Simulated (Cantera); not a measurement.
A diamond (100) surface in a fixed gas of H2 with x(CH4) = 0.025, x(H) = 0.0011, x(CH3) = 4.3e-05, 0.0960 bar; coverages are run to steady state.

Computed with Cantera and the Harris–Goodwin 1993 mechanism for the reconstructed diamond (100) surface.

θ: site fractions in the mechanism's names (c6HH fully hydrogenated, c6H* and c6*H radical sites, c6** diradical, c6HM methylated).

```
T (K)  growth (µm/h)  θ c6HH  θ c6H*  θ c6*H   θ c6**    θ c6HM
-----  -------------  ------  ------  ------  -------  --------
925                ?   0.645  0.0118   0.303  0.00505    0.0277
975                ?   0.605  0.0156   0.344  0.00743    0.0215
1025            1.99   0.566  0.0200   0.381   0.0104    0.0156
1075            1.87   0.532  0.0247   0.415   0.0138   0.00978
1125               ?   0.501  0.0297   0.444   0.0176   0.00489
1175               ?   0.473  0.0348   0.468   0.0214   0.00201
1225               ?   0.449  0.0397   0.485   0.0251  0.000751
1275               ?   0.429  0.0446   0.497   0.0285  0.000274
1325               ?   0.414  0.0492   0.505   0.0314  0.000101
1375               ?   0.404  0.0536   0.509   0.0338   3.75e-5
```

Question: Fill in the missing entries.

Answer: 
- 925, growth (µm/h): 1.41
- 975, growth (µm/h): 1.76
- 1125, growth (µm/h): 1.41
- 1175, growth (µm/h): 0.920
- 1225, growth (µm/h): 0.631
- 1275, growth (µm/h): 0.512
- 1325, growth (µm/h): 0.467
- 1375, growth (µm/h): 0.407
